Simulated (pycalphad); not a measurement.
All values are pycalphad results on the COST 507 light-alloy database (1999) (1 atm), not direct measurements. The database dates from 1999; later assessments differ in places, in temperatures and in the compounds included. Phase fractions are per mole of atoms. Kinetics are ignored, which matters at the lower temperatures.

**Question.** Give the equilibrium state of Al-1.547Si-14.44C (wt.%) at 500 K.

**Answer.** 
```
T = 500.00 K, P = 101325 Pa, N = 1 mol of atoms
G = -30731 J/mol, H = -16179 J/mol, S = 29.10 J/(mol K)  (SER reference)
chemical potentials (J/mol): Al -15579, Si -37747, C -69641
phase             fraction      x(Al)      x(Si)       x(C)
AL4C3               0.4361     0.5714   1.47e-07     0.4286
FCC_A1              0.3623     1.0000   1.92e-07      1e-14
AL8SIC7             0.2016     0.5000     0.0625     0.4375
```

**Question.** Give the equilibrium state of Al-1.547Si-14.44C (wt.%) at 950 K.

**Answer.** AL4C3, fraction 0.502, with 0.04 Si, 25.0 C wt.%; LIQUID, fraction 0.361, with 1.1 Si, <0.01 C wt.%; AL8SIC7, fraction 0.137, with 8.6 Si, 25.6 C wt.%.

Database names, with the compositions (at.%) that they take in these runs: AL4C3: Al 57 C 43; AL8SIC7: Al 50 C 44 Si 6. FCC_A1 is fcc.
